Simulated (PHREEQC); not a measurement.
A column of 0.1 m (40 cells, dispersivity 0.005 m, 3600 s a shift, diffusion coefficient 3e-10 m²/s) holds 0.0012 eq of the database's cation exchanger X per kg of pore water, first in equilibrium with 0.78 mmol/kgw SrCl2, 24 mmol/kgw LiCl, 2.2 mmol/kgw BaCl2 and 0.01 mmol/kgw HCl. It is flushed with 0.00053 mol KBr, 0.0015 mol NaCl and 1e-05 mol HCl per kg of water, at 25 °C. Values are for the last cell. CO2 from the air is kept out. Precipitation was switched off in this run.

Base run: PHREEQC, ion-association model, phreeqc.dat. Each further column changes one thing. The table gives K in solution (mol/kgw).

| pore volumes | base | exchange capacity from 0.0012 to 0.0006 eq/kgw | dispersivity from 0.005 to 0.01 m |
|---|---|---|---|
| 0 | 0 | 0 | 0 |
| 0.2625 | 1.56e-9 | 2.13e-9 | 3.39e-7 |
| 0.6375 | 4.30e-5 | … | … |
| 0.8875 | 0.000175 | 0.000196 | … |
| 1.262 | 0.000335 | 0.000377 | 0.000351 |
| 1.512 | 0.000378 | 0.000424 | 0.000395 |
| 1.887 | 0.000412 | … | 0.000424 |
| 2.138 | 0.000433 | 0.000466 | … |
| 2.513 | 0.000457 | 0.000482 | 0.000450 |
| 2.763 | 0.000468 | 0.000490 | 0.000460 |
| 3.138 | 0.000480 | 0.000498 | 0.000472 |
| 3.388 | 0.000485 | 0.000502 | 0.000478 |
| 3.763 | 0.000492 | 0.000506 | 0.000486 |
| 4.013 | 0.000495 | 0.000508 | 0.000490 |

**Question.** Complete the blanks.

**Answer.** 
- 0.6375, exchange capacity from 0.0012 to 0.0006 eq/kgw: 4.92e-5
- 0.6375, dispersivity from 0.005 to 0.01 m: 8.93e-5
- 0.8875, dispersivity from 0.005 to 0.01 m: 0.000215
- 1.887, exchange capacity from 0.0012 to 0.0006 eq/kgw: 0.000452
- 2.138, dispersivity from 0.005 to 0.01 m: 0.000436
